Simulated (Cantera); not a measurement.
Feed: 1 mol Al, 4.9 mol H2O, 27 mol N2, equilibrated at 7.10 mbar.

Equilibrium computed with Cantera from the NASA thermochemical tables; the gas is ideal and each condensed phase is pure. Candidate condensed phases: Al, AlN, Al2O3, H2O; 35 gas species. Rates play no part. All values below are at 1700 K.

Base state: N2 0.846, H2O 0.107, H2 0.0468, H 0.000378, OH 4.45e-5 (mole fractions); condensed: Al2O3(s).

Question: What changes in the equilibrium state with this change: H2O from 4.9 to 0.42 mol?

Answer: 
```json
[
 {"species": "N2", "before": "0.846", "after": "0.984"},
 {"species": "H2", "before": "0.0468", "after": "0.0154"},
 {"species": "H", "before": "0.000378", "after": "0.000217"},
 {"species": "H2O", "before": "0.107", "after": "1.73e-7"},
 {"species": "Al", "before": "<1e-9", "after": "4.19e-5"},
 {"species": "OH", "before": "4.45e-5", "after": "<1e-9"},
 {"species": "Al2O3(s), mol", "before": "0.500", "after": "0.140"},
 {"species": "AlN(s), mol", "before": "0", "after": "0.719"}
]
```
Mutual solubility and eutectic melting of coexisting phases are not modelled.
